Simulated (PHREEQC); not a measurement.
**Reverse-osmosis permeate: speciation**

A made-up water analysis in mmol/kgw, 25 °C, pH 6.24, pe -1.2:

| constituent | mmol/kgw |
|---|---|
| Na | 0.125 |
| K | 0.073 |
| Ca | 0.166 |
| Mg | 0.1 |
| Cl | 0.339 |
| S(6) | 0.146 |
| Alkalinity (meq/kgw) | 0.114 |
| F | 0.0111 |
| Li | 0.000393 |

Valence states are taken as typed.

Computed with PHREEQC (ion-association model, phreeqc.dat).

Each row changes one thing in this solution. This is a speciation only: nothing precipitates in the calculation.

```csv
case,CO2 (mol/kgw),CO3-2 (mol/kgw),HF (mol/kgw),HSO4- (mol/kgw),CaCO3 (mol/kgw),MgCO3 (mol/kgw),SI of Gypsum (CaSO4:2H2O),SI of Fluorite (CaF2)
as made,0.000142,1.04e-8,9.16e-9,7.03e-9,2.11e-9,7.19e-10,-3.19,-3.20
pH from 6.24 to 7.24 at the same alkalinity,1.41e-5,1.03e-7,9.17e-10,7.03e-10,2.09e-8,7.13e-9,-3.19,-3.20
Cl from 0.339 to 0.17 mmol/kgw,0.000143,1.04e-8,9.17e-9,7.05e-9,2.13e-9,7.23e-10,-3.19,-3.20
pH from 6.24 to 5.74 at the same alkalinity,0.000456,3.33e-9,2.89e-8,2.22e-8,6.76e-10,2.30e-10,-3.19,-3.20
```
